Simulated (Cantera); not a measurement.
Mixture: C3H8 : O2 : N2 : H2O = 1 : 6.58 : 24.7 : 0.044 (molar parts), at 17.0 bar, adiabatic and at constant pressure. Ignition delay is the time to a rise of 400 K.

Cantera simulation using GRI-Mech 3.0 (53 species, 325 reactions); the numbers are that mechanism's predictions, not measurements. GRI-Mech 3.0 was tuned for natural gas; its chemistry of propane as a main component is partial and can be far from experiment. The pressure lies above the range GRI-Mech 3.0 was tuned for (to about 10 atm).

Q: Predict: delay at 1148 K; delay at 1198 K; delay at 1248 K; delay at 1298 K; delay at 1348 K; delay at 1398 K; delay at 1448 K; apparent activation energy between 1348 and 1448 K.

A: 
```
Quantity                                                Result
--------------------------------------------------  ----------
delay at 1148 K                                        2.62 ms
delay at 1198 K                                        1.11 ms
delay at 1248 K                                       0.482 ms
delay at 1298 K                                       0.217 ms
delay at 1348 K                                       0.102 ms
delay at 1398 K                                        51.1 µs
delay at 1448 K                                        27.1 µs
apparent activation energy between 1348 and 1448 K  220 kJ/mol
```
